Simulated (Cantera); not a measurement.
A closed system holds: 1 mol Si₂H₆, 0.12 mol HCl, a varied amount of N₂, held at 950 °C and 13.3 mbar.

These are equilibrium values from Cantera (NASA tables, ideal gas, pure condensed phases), not measurements of a reactor. Candidate condensed phases: NH₄Cl, Si, Si₃N₄; 28 gas species. The feed counts by its element totals alone. N₂ is the only nitrogen source here; it is nearly inert below about 1500 K, so the nitride shown seldom forms there in practice. Equilibrium is a limit: real reactors are often held back by kinetics, nucleation or transport.

x: gas mole fraction; n: condensed amount in mol.

```json
[
 {"n(N₂) (mol)": "5.5", "x N₂": "0.572", "x H₂": "0.412", "x HCl": "0.0165", "x H": "1.67e-6", "x SiCl₂": "6.15e-7", "x NH₃": "4.58e-7", "n Si₃N₄(s)": "0.667"},
 {"n(N₂) (mol)": "7.5", "x N₂": "0.664", "x H₂": "0.323", "x HCl": "0.0129", "x H": "1.48e-6", "x SiCl₂": "4.37e-7", "x NH₃": "3.43e-7", "n Si₃N₄(s)": "0.667"},
 {"n(N₂) (mol)": "10", "x N₂": "0.735", "x H₂": "0.255", "x HCl": "0.0102", "x H": "1.31e-6", "x SiCl₂": "3.22e-7", "x NH₃": "2.52e-7", "n Si₃N₄(s)": "0.667"},
 {"n(N₂) (mol)": "14", "x N₂": "0.802", "x H₂": "0.190", "x HCl": "0.00760", "x H": "1.14e-6", "x SiCl₂": "2.27e-7", "x NH₃": "1.70e-7", "n Si₃N₄(s)": "0.667"},
 {"n(N₂) (mol)": "19", "x N₂": "0.850", "x H₂": "0.144", "x HCl": "0.00577", "x H": "9.89e-7", "x SiCl₂": "1.66e-7", "x NH₃": "1.16e-7", "n Si₃N₄(s)": "0.667"},
 {"n(N₂) (mol)": "26", "x N₂": "0.888", "x H₂": "(withheld)", "x HCl": "(withheld)", "x H": "(withheld)", "x SiCl₂": "(withheld)", "x NH₃": "(withheld)", "n Si₃N₄(s)": "0.667"},
 {"n(N₂) (mol)": "35", "x N₂": "0.915", "x H₂": "(withheld)", "x HCl": "(withheld)", "x H": "(withheld)", "x SiCl₂": "(withheld)", "x NH₃": "(withheld)", "n Si₃N₄(s)": "0.667"},
 {"n(N₂) (mol)": "47", "x N₂": "0.936", "x H₂": "0.0615", "x HCl": "0.00246", "x H": "6.46e-7", "x SiCl₂": "6.62e-8", "x NH₃": "3.38e-8", "n Si₃N₄(s)": "0.667"},
 {"n(N₂) (mol)": "64", "x N₂": "0.953", "x H₂": "0.0456", "x HCl": "0.00182", "x H": "5.56e-7", "x SiCl₂": "4.85e-8", "x NH₃": "2.18e-8", "n Si₃N₄(s)": "0.667"},
 {"n(N₂) (mol)": "87", "x N₂": "0.965", "x H₂": "0.0338", "x HCl": "0.00135", "x H": "4.79e-7", "x SiCl₂": "3.56e-8", "x NH₃": "1.40e-8", "n Si₃N₄(s)": "0.667"},
 {"n(N₂) (mol)": "120", "x N₂": "0.974", "x H₂": "0.0246", "x HCl": "0.000985", "x H": "4.09e-7", "x SiCl₂": "2.58e-8", "x NH₃": "8.75e-9", "n Si₃N₄(s)": "0.667"}
]
```

Q: Complete the blanks.

A: 
- 26, x H₂: 0.108
- 26, x HCl: 0.00432
- 26, x H: 8.56e-7
- 26, x SiCl₂: 1.20e-7
- 26, x NH₃: 7.66e-8
- 35, x H₂: 0.0816
- 35, x HCl: 0.00326
- 35, x H: 7.44e-7
- 35, x SiCl₂: 8.91e-8
- 35, x NH₃: 5.11e-8
